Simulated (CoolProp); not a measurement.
Vapour-liquid equilibrium of cyclohexane (1) + n-nonane (2) at 0.0447 MPa; x and y are mole fractions of (1).

Computed with CoolProp (multi-fluid Helmholtz-energy mixture model, Zhou 2014 and Lemmon 2006; pair parameters Bell 2016).

| x | bubble temperature, mixture model (°C) | bubble temperature, Raoult's law (°C) | y, mixture model | y, Raoult's law |
|---|---|---|---|---|
| 0.05 | 113.7 | 113.8 | 0.274 | 0.278 |
| 0.15 | 100.6 | 100.4 | 0.581 | 0.593 |
| 0.25 | 91.0 | 90.5 | 0.738 | 0.753 |
| 0.35 | 83.5 | 82.7 | 0.828 | 0.842 |
| 0.45 | 77.4 | 76.5 | 0.886 | 0.897 |
| 0.55 | 72.2 | 71.4 | 0.925 | 0.933 |
| 0.65 | 67.7 | 67.0 | 0.952 | 0.957 |
| 0.75 | 63.7 | 63.3 | 0.972 | 0.974 |
| 0.85 | 60.2 | 60.0 | 0.986 | 0.987 |
| 0.95 | 57.1 | 57.1 | 0.996 | 0.996 |

The largest gap from Raoult's law is +0.9 K in bubble temperature, at x = 0.45. No azeotrope shows between x = 0.05 and 0.95.

Pair parameters are fitted to limited data, so mixtures are less certain than the pure fluids.
